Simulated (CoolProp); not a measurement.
Computed with CoolProp (reference Helmholtz-energy equation of state, Smukala 2000).

Task: Give the vapour pressure (kPa), liquid density (kg/m³), vapour density (kg/m³), enthalpy of vaporisation (kJ/kg) of saturated ethylene at -96.35 °C.

Result: 
```
T (°C)  p (kPa)  liquid density (kg/m³)  vapour density (kg/m³)  enthalpy of vaporisation (kJ/kg)
------  -------  ----------------------  ----------------------  --------------------------------
-96.35      154                     557                    3.07                               471
```
